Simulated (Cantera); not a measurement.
Input: 1 mol SiH2Cl2, 14 mol N2, equilibrated at 0.00240 bar.

These are equilibrium values from Cantera (NASA tables, ideal gas, pure condensed phases), not measurements of a reactor. Candidate condensed phases: NH4Cl, Si, Si3N4; 28 gas species. N2 is the only nitrogen source here; it is nearly inert below about 1500 K, so the nitride shown seldom forms there in practice. The tables' values for SiCl3 are old estimates; treat these amounts as uncertain. Kinetics and transport are ignored. All values below are at 1023 K.

Base state: N2 0.878, HCl 0.0939, H2 0.0184, SiCl4 0.00917, SiCl3 5.32e-5, SiHCl3 1.52e-5 (mole fractions); condensed: Si3N4(s).

Problem. What changes in the equilibrium state with this change: pressure from 0.00240 bar to 0.190 bar?

Solution. 
```tsv
species	before	after
N2	0.878	0.881
HCl	0.0939	0.0814
H2	0.0184	0.0247
SiCl4	0.00917	0.0123
SiCl3	5.32e-5	1.08e-5
SiHCl3	1.52e-5	3.18e-5
Si3N4(s), mol	0.286	0.270
```
